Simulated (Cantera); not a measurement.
Mixture: 7.12 % CH4, 19.5 % O2, 73.4 % N2, at 5.00 bar, adiabatic and at constant pressure. Ignition delay is the time to a rise of 400 K.

Cantera simulation using GRI-Mech 3.0 (53 species, 325 reactions); the numbers are that mechanism's predictions, not measurements.

Predict: delay at 1025 K; delay at 1100 K; delay at 1175 K; delay at 1250 K; delay at 1325 K; delay at 1400 K; apparent activation energy between 1250 and 1400 K.


- delay at 1025 K: 0.105 s
- delay at 1100 K: 33.3 ms
- delay at 1175 K: 11.8 ms
- delay at 1250 K: 4.55 ms
- delay at 1325 K: 1.87 ms
- delay at 1400 K: 0.816 ms
- apparent activation energy between 1250 and 1400 K: 170 kJ/mol
